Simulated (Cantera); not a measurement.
Input: 1 mol PbO, 43 mol H2, at 1330 Pa.

Method: chemical equilibrium by Gibbs-energy minimisation in Cantera with the NASA 1993 tables (ideal gas, pure condensed phases). Candidate condensed phases: H2O, Pb, PbO, PbO2, Pb3O4; 12 gas species. The numbers say what is thermodynamically allowed, not how fast it happens.

x: gas mole fraction; n: condensed amount in mol.

```tsv
T (K)	x H2	x H2O	x Pb	x H	x Pb2	n Pb(l)
823	0.977	0.0233	1.01e-5	6.28e-11	[?]	1.000
873	0.977	0.0233	4.77e-5	4.00e-10	[?]	0.998
923	0.977	0.0233	0.000190	2.09e-9	[?]	0.992
973	0.976	0.0232	0.000656	9.25e-9	[?]	0.972
1023	0.975	0.0232	0.00200	3.54e-8	[?]	0.914
1073	0.971	0.0231	0.00548	1.20e-7	[?]	0.763
1123	0.963	0.0229	0.0137	3.62e-7	[?]	0.402
1173	0.955	0.0227	0.0227	9.98e-7	[?]	0
1223	0.955	0.0227	0.0227	2.54e-6	[?]	0
```

Question: Complete the blanks.

Answer: 
- 823, x Pb2: 1.24e-12
- 873, x Pb2: 1.68e-11
- 923, x Pb2: 1.71e-10
- 973, x Pb2: 1.36e-9
- 1023, x Pb2: 8.81e-9
- 1073, x Pb2: 4.76e-8
- 1123, x Pb2: 2.20e-7
- 1173, x Pb2: 4.59e-7
- 1223, x Pb2: 3.56e-7
